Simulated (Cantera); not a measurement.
Charge: 1 mol Si, 3.2 mol HF.

Method: chemical equilibrium by Gibbs-energy minimisation in Cantera with the NASA 1993 tables (ideal gas, pure condensed phases). Candidate condensed phases: Si; 25 gas species. The tables' values for SiF2, SiF3 are old estimates. The numbers say what is thermodynamically allowed, not how fast it happens.

Stable condensed phases, one row left out:

```
T in °C \ P in Pa
              1    3.2     10     32    100    320   1000   3200  10000  32000 100000
   1302       A      A      A      A      A      B      B      B      B      B      B
   1152       A      A      B      B      B      B      B      B      B      B      B
   1077       B      B      B      B      B      B      B      B      B      B      B
   1002       B      B      B      B      B      B      B      B      B      B      B
    927       B      B      B      B      B      B      B      B      B      B      B
    852       B      B      B      B      B      B      B      B      B      B      B
    777       B      B      B      B      B      B      B      B      B      B      B
    702       B      B      B      B      B      B      B      B      B      B      B
    627       B      B      B      B      B      B      B      B      B      B      B
    552       B      B      B      B      B      B      B      B      B      B      B
    477       B      B      B      B      B      B      B      B      B      B      B
```

A: gas only; B: Si.

Give the row for 1227 °C.

1: gas only; 3.2: gas only; 10: gas only; 32: gas only; 100: Si; 320: Si; 1000: Si; 3200: Si; 10000: Si; 32000: Si; 100000: Si.
